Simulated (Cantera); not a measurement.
Cantera run, input and output.

```python
import numpy as np
import cantera as ct

gas = ct.Solution("gri30.yaml")
gas.TPX = 1198, 87000, {'N2O': 1}
reactor = ct.IdealGasConstPressureReactor(gas, energy="off", clone=False)
net = ct.ReactorNet([reactor])
net.rtol, net.atol = 1e-08, 1e-18
show = ['N2O', 'N2', 'NO', 'O2', 'O', 'NO2']
times = np.geomspace(0.0003, 2, 14)

steps = ct.SolutionArray(gas, extra=["t"])
rows = []
print(f"{'t/s':>10s}{'T/K':>9s}{'P/Pa':>11s}" + "".join(f"{s:>11s}" for s in show))
for t in times:
    while net.time < t:
        t_next = net.step()
        steps.append(gas.state, t=t_next)
    rows.append([np.interp(t, steps.t, y) for y in (steps.T, steps.P, *steps(*show).X.T)])
    print(f"{t:10.3e}{rows[-1][0]:9.1f}{rows[-1][1]:11.4g}" + "".join(f"{x:11.3e}" for x in rows[-1][2:]))
rate = np.gradient(steps.T, steps.t)
print("integrator steps:", len(steps.t))
if steps.T.max() > steps.T[0] + 200:
    print(f"time of steepest temperature rise: {steps.t[rate.argmax()]:.4e} s")
gas.TPX = 1198, 87000, {'N2O': 1}
gas.equilibrate("TP")
print(f"equilibrium (TP): T = {gas.T:.1f} K  " + "  ".join(f"{s} {gas[s].X[0]:.3e}" for s in show))
```

It prints:

```
       t/s      T/K       P/Pa        N2O         N2         NO         O2          O        NO2
 3.000e-04   1198.0    8.7e+04  9.998e-01  1.380e-04  1.497e-05  6.444e-05  1.686e-06  1.358e-09
 5.906e-04   1198.0    8.7e+04  9.996e-01  2.732e-04  2.980e-05  1.283e-04  1.686e-06  5.364e-09
 1.163e-03   1198.0    8.7e+04  9.991e-01  5.390e-04  5.898e-05  2.539e-04  1.686e-06  2.070e-08
 2.289e-03   1198.0    8.7e+04  9.983e-01  1.062e-03  1.163e-04  5.010e-04  1.685e-06  7.877e-08
 4.505e-03   1198.0    8.7e+04  9.967e-01  2.090e-03  2.289e-04  9.865e-04  1.685e-06  2.921e-07
 8.869e-03   1198.0    8.7e+04  9.935e-01  4.105e-03  4.494e-04  1.939e-03  1.683e-06  1.036e-06
 1.746e-02   1198.0    8.7e+04  9.873e-01  8.047e-03  8.793e-04  3.800e-03  1.680e-06  3.408e-06
 3.437e-02   1198.0    8.7e+04  9.752e-01  1.570e-02  1.711e-03  7.414e-03  1.674e-06  9.939e-06
 6.765e-02   1198.0    8.7e+04  9.520e-01  3.036e-02  3.296e-03  1.434e-02  1.660e-06  2.485e-05
 1.332e-01   1198.0    8.7e+04  9.087e-01  5.775e-02  6.237e-03  2.728e-02  1.632e-06  5.382e-05
 2.622e-01   1198.0    8.7e+04  8.316e-01  1.066e-01  1.140e-02  5.034e-02  1.580e-06  1.050e-04
 5.161e-01   1198.0    8.7e+04  7.056e-01  1.864e-01  1.963e-02  8.818e-02  1.481e-06  1.869e-04
 1.016e+00   1198.0    8.7e+04  5.268e-01  3.001e-01  3.067e-02  1.422e-01  1.305e-06  2.976e-04
 2.000e+00   1198.0    8.7e+04  3.222e-01  4.309e-01  4.184e-02  2.047e-01  1.021e-06  4.118e-04
integrator steps: 562
equilibrium (TP): T = 1198.0 K  N2O 1.350e-08  N2 6.666e-01  NO 2.244e-04  O2 3.332e-01  O 1.496e-08  NO2 4.483e-06
```

Cantera simulation using GRI-Mech 3.0 (53 species, 325 reactions); the numbers are that mechanism's predictions, not measurements. GRI-Mech 3.0 was tuned for natural gas; its chemistry of N2O as a main component is partial and can be far from experiment. The mechanism lacks the step 2 NO + O2 → 2 NO2, which can matter for NO2 below about 1400 K. The temperature is held fixed by assumption; the heat of reaction is taken as removed at once.
